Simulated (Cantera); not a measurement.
Mixture: 8.24 % CH₄, 3.05 % CO, 15.0 % O₂, 56.4 % N₂, 17.3 % H₂O, equivalence ratio 1.2, at 5.00 bar, adiabatic and at constant volume. Ignition delay is the time to a rise of 400 K.

Model: GRI-Mech 3.0 (53 species, 325 reactions), integrated in Cantera.

### Question
Predict: delay at 1175 K; delay at 1275 K; delay at 1375 K; delay at 1475 K; delay at 1575 K; delay at 1675 K; apparent activation energy between 1475 and 1675 K.

### Answer
```
Quantity                                                 Value
--------------------------------------------------  ----------
delay at 1175 K                                        24.7 ms
delay at 1275 K                                        6.67 ms
delay at 1375 K                                        2.03 ms
delay at 1475 K                                       0.668 ms
delay at 1575 K                                       0.235 ms
delay at 1675 K                                        90.3 µs
apparent activation energy between 1475 and 1675 K  210 kJ/mol
```
